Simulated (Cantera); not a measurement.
Input (Python, Cantera) and output of one run.

```python
import numpy as np
import cantera as ct

gas_names = """
    N2O NO
""".split()
cond_names = """
    BaO(s) BaO(L) Ba(cr) Ba(L)
""".split()


# ... load() reads the species with a 1 bar reference pressure and builds the phases ...
species = {s.name: s for s in load("nasa_gas.yaml", gas_names) + load("nasa_condensed.yaml", cond_names)}
# Each term lists the table entries of one substance; the one whose range holds T is used.
reactions = {
    'N2O(g) + BaO = 2 NO(g) + Ba':
        [(-1, ['N2O']), (-1, ['BaO(s)', 'BaO(L)']), (2, ['NO']), (1, ['Ba(cr)', 'Ba(L)'])],
}


def pick(names, T):
    return next(species[n] for n in names if species[n].thermo.min_temp <= T <= species[n].thermo.max_temp)


results = []
for label, terms in reactions.items():
    print(label)
    print("     T/K   dH/kJ  dS/(J/K)   dG/kJ   log10 K")
    for T in [300, 1675, 1700, 1725, 1750, 1775, 1800, 1825]:
        used = [(nu, pick(names, T)) for nu, names in terms]
        dH = sum(nu * s.thermo.h(T) for nu, s in used) / 1e6
        dS = sum(nu * s.thermo.s(T) for nu, s in used) / 1e3
        dG = dH - T * dS / 1e3
        logK = -dG * 1e6 / (ct.gas_constant * T * np.log(10))
        results.append((label, T, dH, dS, dG, logK, [s.name for _, s in used]))
        print(f"{T:8g} {dH:8.1f} {dS:8.1f} {dG:8.1f} {logK:8.2f}")
```

Output:

```
N2O(g) + BaO = 2 NO(g) + Ba
     T/K   dH/kJ  dS/(J/K)   dG/kJ   log10 K
     300    649.1    191.8    591.5  -102.99
    1675    648.8    191.1    328.8   -10.25
    1700    648.6    190.9    324.0    -9.96
    1725    648.3    190.8    319.2    -9.67
    1750    648.1    190.6    314.5    -9.39
    1775    647.8    190.5    309.7    -9.11
    1800    647.5    190.3    304.9    -8.85
    1825    647.3    190.2    300.2    -8.59
```

Source: NASA polynomial tables (part measured, part estimated), evaluated in Cantera. Condensed species are held in their standard states even where they would react or evaporate.
